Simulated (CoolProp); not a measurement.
A simple Rankine cycle with R11: condensing at 326.15 K, boiler at 2.81 MPa, turbine inlet 442.8 K, turbine efficiency 0.85, pump efficiency 0.8, no recuperator. Each further row changes one setting.

Values from CoolProp's reference Helmholtz-energy equation of state, Jacobsen 1992.

```json
[
 {"case": "as stated", "thermal efficiency (%)": "___", "net work (kJ/kg)": "35.2", "heat in (kJ/kg)": "211", "turbine exit temperature (K)": "335.0", "volume ratio over the turbine": "12.4"},
 {"case": "turbine inlet 462.8 K", "thermal efficiency (%)": "17.2", "net work (kJ/kg)": "___", "heat in (kJ/kg)": "231", "turbine exit temperature (K)": "359.7", "volume ratio over the turbine": "___"},
 {"case": "condensing temperature 318.15 K", "thermal efficiency (%)": "17.8", "net work (kJ/kg)": "38.8", "heat in (kJ/kg)": "___", "turbine exit temperature (K)": "___", "volume ratio over the turbine": "15.6"},
 {"case": "boiler pressure 1.97 MPa", "thermal efficiency (%)": "___", "net work (kJ/kg)": "34.6", "heat in (kJ/kg)": "227", "turbine exit temperature (K)": "___", "volume ratio over the turbine": "7.64"},
 {"case": "turbine efficiency 0.75", "thermal efficiency (%)": "14.6", "net work (kJ/kg)": "30.8", "heat in (kJ/kg)": "211", "turbine exit temperature (K)": "341.8", "volume ratio over the turbine": "12.8"}
]
```

**Question.** Complete the blanks.

**Answer.** 
- as stated, thermal efficiency (%): 16.7
- turbine inlet 462.8 K, net work (kJ/kg): 39.7
- turbine inlet 462.8 K, volume ratio over the turbine: 11.4
- condensing temperature 318.15 K, heat in (kJ/kg): 218
- condensing temperature 318.15 K, turbine exit temperature (K): 327.7
- boiler pressure 1.97 MPa, thermal efficiency (%): 15.3
- boiler pressure 1.97 MPa, turbine exit temperature (K): 360.4
